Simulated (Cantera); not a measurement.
An adiabatic, constant-volume homogeneous reactor starts with CH₄ : C₂H₆ : C₃H₈ : O₂ : N₂ = 1 : 0.25 : 0.034 : 1.32 : 4.98 (molar parts), equivalence ratio 2.3, at 1775 K and 10.0 bar. Integrator tolerance rtol = 1e-08.

Cantera simulation using GRI-Mech 3.0 (53 species, 325 reactions); the numbers are that mechanism's predictions, not measurements.

Q: What does this change do: initial temperature 1775 to 998 K?

A: 
```json
[
 {"quantity": "time of steepest temperature rise", "before": "5.17 µs", "after": "14.7 ms"},
 {"quantity": "temperature at 0.300 s", "before": "2928 K", "after": "2269 K"},
 {"quantity": "equilibrium temperature", "before": "2928 K", "after": "2269 K"},
 {"quantity": "x(CH₄) at 0.300 s", "before": "4.13e-9 (gas-phase equilibrium 4.61e-9)", "after": "1.09e-7 (gas-phase equilibrium 1.20e-7)"},
 {"quantity": "x(C₂H₆) at 0.300 s", "before": "<1e-12 (gas-phase equilibrium <1e-12)", "after": "<1e-12 (gas-phase equilibrium <1e-12)"},
 {"quantity": "x(C₃H₈) at 0.300 s", "before": "<1e-12 (gas-phase equilibrium <1e-12)", "after": "<1e-12 (gas-phase equilibrium <1e-12)"},
 {"quantity": "x(NO₂) at 0.300 s", "before": "6.54e-9 (gas-phase equilibrium 6.54e-9)", "after": "8.20e-12 (gas-phase equilibrium 8.20e-12)"},
 {"quantity": "x(C₂H₄) at 0.300 s", "before": "<1e-12 (gas-phase equilibrium <1e-12)", "after": "1.37e-12 (gas-phase equilibrium 1.52e-12)"},
 {"quantity": "x(H) at 0.300 s", "before": "0.0124 (gas-phase equilibrium 0.0124)", "after": "0.000710 (gas-phase equilibrium 0.000710)"}
]
```
Below about 1000 K GRI-Mech 3.0 lacks low-temperature oxidation paths.

Q: What does this change do: pressure from 10.0 bar to 1.01 bar?

A: 
```json
[
 {"quantity": "time of steepest temperature rise", "before": "5.17 µs", "after": "29.6 µs"},
 {"quantity": "temperature at 0.300 s", "before": "2928 K", "after": "2808 K"},
 {"quantity": "equilibrium temperature", "before": "2928 K", "after": "2808 K"},
 {"quantity": "x(CH₄) at 0.300 s", "before": "4.13e-9 (gas-phase equilibrium 4.61e-9)", "after": "5.29e-11 (gas-phase equilibrium 5.88e-11)"},
 {"quantity": "x(C₂H₆) at 0.300 s", "before": "<1e-12 (gas-phase equilibrium <1e-12)", "after": "<1e-12 (gas-phase equilibrium <1e-12)"},
 {"quantity": "x(C₃H₈) at 0.300 s", "before": "<1e-12 (gas-phase equilibrium <1e-12)", "after": "<1e-12 (gas-phase equilibrium <1e-12)"},
 {"quantity": "x(NO₂) at 0.300 s", "before": "6.54e-9 (gas-phase equilibrium 6.54e-9)", "after": "7.99e-9 (gas-phase equilibrium 7.99e-9)"},
 {"quantity": "x(C₂H₄) at 0.300 s", "before": "<1e-12 (gas-phase equilibrium <1e-12)", "after": "<1e-12 (gas-phase equilibrium <1e-12)"},
 {"quantity": "x(H) at 0.300 s", "before": "0.0124 (gas-phase equilibrium 0.0124)", "after": "0.0261 (gas-phase equilibrium 0.0261)"}
]
```
